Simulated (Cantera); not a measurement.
Input: 1 mol Si, 17 mol HF, equilibrated at 925 K and 1000 Pa.

These are equilibrium values from Cantera (NASA tables, ideal gas, pure condensed phases), not measurements of a reactor. Candidate condensed phases: Si; 25 gas species. Equilibrium is a limit: real reactors are often held back by kinetics, nucleation or transport.

Base state: HF 0.812, H2 0.125, SiF4 0.0625 (mole fractions); condensed: gas only.

Q: What changes in the equilibrium state with this change: HF from 17 to 3.5 mol?

A: 
```csv
species,before,after
H2,0.125,0.663
SiF4,0.0625,0.326
SiHF3,5.49e-9,0.0105
HF,0.812,1.17e-5
SiF3,<1e-9,0.000256
SiH2F2,<1e-9,0.000186
"Si(s), mol",0,0.118
```
The tables' values for SiF3 are old estimates; treat these amounts as uncertain.

Q: What changes in the equilibrium state with this change: HF from 17 to 1.8 mol?

A: 
```
species      before     after
----------  -------  --------
H2            0.125     0.663
SiF4         0.0625     0.326
SiHF3       5.49e-9    0.0105
HF            0.812   1.17e-5
SiF3          <1e-9  0.000256
SiH2F2        <1e-9  0.000186
Si(s), mol        0     0.546
```
The tables' values for SiF3 are old estimates; treat these amounts as uncertain.
